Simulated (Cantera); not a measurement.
An isothermal, constant-pressure homogeneous reactor starts with C3H8 : H2 = 1 : 1.8 (molar parts), at 1000 K and 1280 Torr. Integrator tolerance rtol = 1e-08.

Model: GRI-Mech 3.0 (53 species, 325 reactions), integrated in Cantera. GRI-Mech 3.0 was tuned for natural gas; its chemistry of propane as a main component is partial and can be far from experiment. GRI-Mech 3.0 stops at C3 and has no aromatics, soot or wall deposition, so with more carbon than oxygen in the feed, carbon stays in small species such as C2H2 where larger ones or solid carbon would form.

Question: What does this change do: C3H8 1 to 0.11 parts?

Answer: 
```
quantity                                             before                                     after
-----------------  ----------------------------------------  ----------------------------------------
x(C3H8) at 1.00 s    0.101 (gas-phase equilibrium 0.000115)  0.00652 (gas-phase equilibrium 8.54e-10)
x(H2) at 1.00 s        0.497 (gas-phase equilibrium 0.0278)       0.894 (gas-phase equilibrium 0.827)
x(C2H6) at 1.00 s    0.0474 (gas-phase equilibrium 0.00540)    0.0245 (gas-phase equilibrium 6.36e-6)
x(H) at 1.00 s     2.38e-8 (gas-phase equilibrium 2.92e-10)   4.44e-8 (gas-phase equilibrium 1.59e-9)
x(CH2) at 1.00 s      <1e-12 (gas-phase equilibrium <1e-12)     <1e-12 (gas-phase equilibrium <1e-12)
```

Question: What does this change do: pressure from 1280 Torr to 7.50 Torr?

Answer: 
```json
[
 {"quantity": "x(C3H8) at 1.00 s", "before": "0.101 (gas-phase equilibrium 0.000115)", "after": "0.283 (gas-phase equilibrium 6.89e-7)"},
 {"quantity": "x(H2) at 1.00 s", "before": "0.497 (gas-phase equilibrium 0.0278)", "after": "0.608 (gas-phase equilibrium 0.220)"},
 {"quantity": "x(C2H6) at 1.00 s", "before": "0.0474 (gas-phase equilibrium 0.00540)", "after": "0.000980 (gas-phase equilibrium 0.000355)"},
 {"quantity": "x(H) at 1.00 s", "before": "2.38e-8 (gas-phase equilibrium 2.92e-10)", "after": "7.68e-7 (gas-phase equilibrium 1.07e-8)"},
 {"quantity": "x(CH2) at 1.00 s", "before": "<1e-12 (gas-phase equilibrium <1e-12)", "after": "1.73e-10 (gas-phase equilibrium <1e-12)"}
]
```
Radical loss at walls, strong at low pressure, is not modelled.
